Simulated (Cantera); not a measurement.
Source: NASA polynomial tables (part measured, part estimated), evaluated in Cantera. Values are per mole of reaction as written; species without (g) are pure solids or liquids, kept so even where they would boil at 1 bar.

3 F₂(g) + S → SF₆(g), with ΔH° = -1220.5 kJ and ΔS° = -349.0 J/K at 300 K.

### Question
How far is the shortcut ΔG° ≈ ΔH°(300 K) − T·ΔS°(300 K) from the full temperature-dependent value at 400, 500, 600, 700, 800, 900 K?

### Answer
```
T (K)  shortcut (kJ)  full (kJ)  difference (kJ)  difference in log10 K  condensed phases
-----  -------------  ---------  ---------------  ---------------------  ----------------
400          -1080.9    -1080.6             -0.3                   0.04              S(l)
500          -1046.0    -1044.6             -1.5                   0.15              S(l)
600          -1011.1    -1008.2             -2.9                   0.25              S(l)
700           -976.2     -971.8             -4.5                   0.33              S(l)
800           -941.3     -935.3             -6.0                   0.39              S(l)
900           -906.4     -899.0             -7.4                   0.43              S(l)
```
The shortcut ignores heat capacities and the phase changes listed.
